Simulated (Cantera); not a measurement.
Feed: 1 mol SiCl₄, 2.1 mol Cl₂, 1 mol H₂, at 1148.15 K and 1.00 bar.

These are equilibrium values from Cantera (NASA tables, ideal gas, pure condensed phases), not measurements of a reactor. Candidate condensed phases: Si; 19 gas species. Rates play no part.

What is the equilibrium state?


| Property | Value |
|---|---|
| x(HCl) | 0.487 |
| x(Cl₂) | 0.267 |
| x(SiCl₄) | 0.244 |
| x(Cl) | 0.00139 |
| gas amount | 4.103 mol |
| log10 activity of Si(s) (absent) | -22.75 |
